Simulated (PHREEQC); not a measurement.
# Leach liquor: speciation

Dissolve 17 mmol/kgw HCl, 0.095 mmol/kgw Al2(SO4)3 and 120 mmol/kgw MnSO4 at 5 °C. Closed to the air; pH follows from the charge balance.

All values are PHREEQC results (ion-association model, phreeqc.dat), not measurements.

This is a speciation only: nothing precipitates in the calculation.

Predict the pH, ionic strength, specific conductance.

pH 2.22; ionic strength 0.302 mol/kgw; specific conductance 8280 µS/cm.

In which forms is Mn present?

Mn+2 63 %, MnSO4 36 %, MnCl+ 1.1 % of the Mn.

Complexes and solids missing from the database can't appear. At this temperature some constants are extrapolated from 25 °C, and those without enthalpy data are left unchanged.
